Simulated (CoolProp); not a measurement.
Vapour-liquid equilibrium of n-hexane (1) + toluene (2) at 138.95 °C; x and y are mole fractions of (1).

Computed with CoolProp (multi-fluid Helmholtz-energy mixture model, Thol 2019 and Lemmon 2006; pair parameters Bell 2016).

**Question.** Give the bubble pressure and the first vapour's composition at x = 0.125, 0.2, 0.35. Is there an azeotrope?

**Answer.** x = 0.125: 279.7 kPa, y = 0.315; x = 0.2: 314.8 kPa, y = 0.431; x = 0.35: 377.2 kPa, y = 0.594. No azeotrope shows between x = 0.05 and 0.95.

The pair parameters rest on a limited set of measurements; away from them the model extrapolates.
